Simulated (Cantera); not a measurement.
A Cantera script and what it prints.

```python
import numpy as np
import cantera as ct

gas_names = """
    F F2 H HF H2 H2F2 H3F3 H4F4 H5F5 H6F6 H7F7 Pb PbF PbF2 PbF4 Pb2
""".split()
cond_names = """
    Pb(cr) Pb(L) PbF2(a) PbF2(b) PbF2(L)
""".split()


# ... load() reads the species with a 1 bar reference pressure and builds the phases ...
atoms = {
    'PbF2': {'Pb': 1, 'F': 2},
    'H2': {'H': 2},
}
top_T = {}  # K; cautious upper limits of use, not melting points


# ... equilibrate(T, P, feed) seeds the gas with the atoms and calls Mixture.equilibrate('TP', solver="gibbs", rtol=1e-10, max_steps=50000) ...
results = []
feed = {'PbF2': 1, 'H2': 0.47}  # mol
for P in [0.1, 0.46, 2.2, 10, 46, 220, 1000, 4600, 22000, 100000]:
    for T in [673, 823, 973, 1123, 1273, 1423, 1573, 1723, 1873, 2023, 2173]:
        mix = equilibrate(T, P, feed)
        results.append((T, P, feed, dict(zip(mix.species_names, mix.species_moles))))

for T, P, feed, n in results:
    print(f"{T:7g} {P:10.4g}  " + (" + ".join(c for c in cond_names if n.get(c, 0) > 1e-12) or "gas only"))
```

Result:

```
    673        0.1  Pb(L) + PbF2(b)
    823        0.1  Pb(L)
    973        0.1  gas only
   1123        0.1  gas only
   1273        0.1  gas only
   1423        0.1  gas only
   1573        0.1  gas only
   1723        0.1  gas only
   1873        0.1  gas only
   2023        0.1  gas only
   2173        0.1  gas only
    673       0.46  Pb(L) + PbF2(b)
    823       0.46  Pb(L)
    973       0.46  gas only
   1123       0.46  gas only
   1273       0.46  gas only
   1423       0.46  gas only
   1573       0.46  gas only
   1723       0.46  gas only
   1873       0.46  gas only
   2023       0.46  gas only
   2173       0.46  gas only
    673        2.2  Pb(L) + PbF2(b)
    823        2.2  Pb(L) + PbF2(b)
    973        2.2  gas only
   1123        2.2  gas only
   1273        2.2  gas only
   1423        2.2  gas only
   1573        2.2  gas only
   1723        2.2  gas only
   1873        2.2  gas only
   2023        2.2  gas only
   2173        2.2  gas only
    673         10  Pb(L) + PbF2(b)
    823         10  Pb(L) + PbF2(b)
    973         10  Pb(L)
   1123         10  gas only
   1273         10  gas only
   1423         10  gas only
   1573         10  gas only
   1723         10  gas only
   1873         10  gas only
   2023         10  gas only
   2173         10  gas only
    673         46  Pb(L) + PbF2(b)
    823         46  Pb(L) + PbF2(b)
    973         46  Pb(L)
   1123         46  gas only
   1273         46  gas only
   1423         46  gas only
   1573         46  gas only
   1723         46  gas only
   1873         46  gas only
   2023         46  gas only
   2173         46  gas only
    673        220  Pb(L) + PbF2(b)
    823        220  Pb(L) + PbF2(b)
    973        220  Pb(L) + PbF2(b)
   1123        220  Pb(L)
   1273        220  gas only
   1423        220  gas only
   1573        220  gas only
   1723        220  gas only
   1873        220  gas only
   2023        220  gas only
   2173        220  gas only
    673       1000  Pb(L) + PbF2(b)
    823       1000  Pb(L) + PbF2(b)
    973       1000  Pb(L) + PbF2(b)
   1123       1000  Pb(L)
   1273       1000  Pb(L)
   1423       1000  gas only
   1573       1000  gas only
   1723       1000  gas only
   1873       1000  gas only
   2023       1000  gas only
   2173       1000  gas only
    673       4600  Pb(L) + PbF2(b)
    823       4600  Pb(L) + PbF2(b)
    973       4600  Pb(L) + PbF2(b)
   1123       4600  Pb(L) + PbF2(L)
   1273       4600  Pb(L)
   1423       4600  gas only
   1573       4600  gas only
   1723       4600  gas only
   1873       4600  gas only
   2023       4600  gas only
   2173       4600  gas only
    673    2.2e+04  Pb(L) + PbF2(b)
    823    2.2e+04  Pb(L) + PbF2(b)
    973    2.2e+04  Pb(L) + PbF2(b)
   1123    2.2e+04  Pb(L) + PbF2(L)
   1273    2.2e+04  Pb(L) + PbF2(L)
   1423    2.2e+04  Pb(L)
   1573    2.2e+04  Pb(L)
   1723    2.2e+04  gas only
   1873    2.2e+04  gas only
   2023    2.2e+04  gas only
   2173    2.2e+04  gas only
    673      1e+05  Pb(L) + PbF2(b)
    823      1e+05  Pb(L) + PbF2(b)
    973      1e+05  Pb(L) + PbF2(b)
   1123      1e+05  Pb(L) + PbF2(L)
   1273      1e+05  Pb(L) + PbF2(L)
   1423      1e+05  Pb(L) + PbF2(L)
   1573      1e+05  Pb(L)
   1723      1e+05  Pb(L)
   1873      1e+05  gas only
   2023      1e+05  gas only
   2173      1e+05  gas only
```

Equilibrium computed with Cantera from the NASA thermochemical tables; the gas is ideal and each condensed phase is pure. Each liquid is taken as pure. Mutual solubility and eutectic melting of coexisting phases are not modelled.
